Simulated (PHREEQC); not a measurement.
A solution holds 0.01 mol/kgw H2S, 0.00019 mol/kgw HCl and 0.087 mol/kgw FeCl2, at 20 °C and 500 atm. Closed to the air; pH follows from the charge balance.

Model: ion-association model, phreeqc.dat, run in PHREEQC.

Q: The ionic strength comes out as 0.249 mol/kgw. What activity coefficients do Fe+2, FeCl+, HS-, H+, Cl- get?

A: Fe+2 0.32, FeCl+ 0.74, HS- 0.70, H+ 0.79, Cl- 0.71.

No solid was allowed to form. Examples of supersaturated solids here: Mackinawite. Others may be too. Under pressure, the constants of complexes without a molar volume in the database are unreliable.
